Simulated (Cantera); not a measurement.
**Thermodynamics of carbon deposition, reforming and gasification, feed C2H5OH + CO2 + N2**

A closed system holds: 1 mol C2H5OH, 5.5 mol CO2, 0.24 mol N2, equilibrated at 10000 Pa.

Method: chemical equilibrium by Gibbs-energy minimisation in Cantera with the NASA 1993 tables (ideal gas, pure condensed phases). Candidate condensed phases: C, C6H6, C7H8, C8H18, H2O; 169 gas species. Ions and electrons are included (thermal ionisation). The numbers say what is thermodynamically allowed, not how fast it happens.

```json
[
 {"T (K)": "3000", "x CO": "0.487", "x H": "0.124", "x O": "0.0637", "x CO2": "0.0825", "x H2O": "0.0777", "x H2": "0.0620", "x OH": "0.0518", "x O2": "0.0316", "x N2": "0.0169"},
 {"T (K)": "3500", "x CO": "0.435", "x H": "0.277", "x O": "0.193", "x CO2": "0.0108", "x H2O": "0.00454", "x H2": "0.0221", "x OH": "0.0263", "x O2": "0.0153", "x N2": "0.0129"},
 {"T (K)": "4000", "x CO": "0.416", "x H": "0.320", "x O": "0.237", "x CO2": "0.00132", "x H2O": "0.000114", "x H2": "0.00403", "x OH": "0.00531", "x O2": "0.00253", "x N2": "0.0122"},
 {"T (K)": "4500", "x CO": "0.412", "x H": "0.326", "x O": "0.244", "x CO2": "0.000234", "x H2O": "4.74e-6", "x H2": "0.000892", "x OH": "0.00122", "x O2": "0.000481", "x N2": "0.0112"},
 {"T (K)": "5000", "x CO": "0.407", "x H": "0.326", "x O": "0.246", "x CO2": "5.79e-5", "x H2O": "3.53e-7", "x H2": "0.000257", "x OH": "0.000361", "x O2": "0.000123", "x N2": "0.00809"}
]
```
x: gas mole fraction; nothing condenses.

From 3000 K to 5000 K nothing is condensed. The main C-bearing gas is CO throughout.
